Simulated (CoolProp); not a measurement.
A single-stage vapour-compression cycle with R507A: evaporating at 264.15 K (dew point), condensing at 311.15 K (bubble point), superheat 0 K, subcooling 5 K, compressor efficiency 0.75, no pressure losses. Each further row changes one setting.

Model: reference Helmholtz-energy equation of state, Lemmon 2003, in CoolProp. It is a pseudo-pure fit of the blend.

```tsv
case	cooling COP	pressure ratio	discharge temperature (K)	refrigerating effect (kJ/kg)	volumetric capacity (kJ/m³)
as stated	3.15	3.83	323.3	109	2620
evaporating temperature 269.15 K	3.70	3.25	321.8	112	3170
condensing temperature 306.15 K	3.70	3.39	___	117	2810
subcooling 10 K	___	3.83	323.3	117	2810
superheat 10 K	3.20	3.83	333.0	118	2690
compressor efficiency 0.65	2.73	3.83	___	109	2620
```

### Question
Some entries are withheld; supply them.

### Answer

- condensing temperature 306.15 K, discharge temperature (K): 317.3
- subcooling 10 K, cooling COP: 3.37
- compressor efficiency 0.65, discharge temperature (K): 327.6
